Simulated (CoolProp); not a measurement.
Saturation properties of n-perfluorohexane.

The numbers come from the reference Helmholtz-energy equation of state, Gao 2022 in CoolProp.

```tsv
T (K)	p (MPa)	liquid cp (kJ/(kg K))	vapour Z
218.8	0.0001661	0.9233	[?]
250.2	0.002122	0.9718	0.9968
281.7	0.01356	1.021	0.9863
313.1	0.05442	[?]	0.9606
344.6	[?]	1.122	[?]
376	[?]	1.183	0.8337
407.5	0.7832	1.284	0.7097
438.9	1.461	1.883	[?]
```

**Question.** Fill in the missing entries.

**Answer.** 
- 218.8, vapour Z: 0.9996
- 313.1, liquid cp (kJ/(kg K)): 1.070
- 344.6, p (MPa): 0.1606
- 344.6, vapour Z: 0.9123
- 376, p (MPa): 0.3814
- 438.9, vapour Z: 0.4789

It boils at 330.3 K under 1 atm.
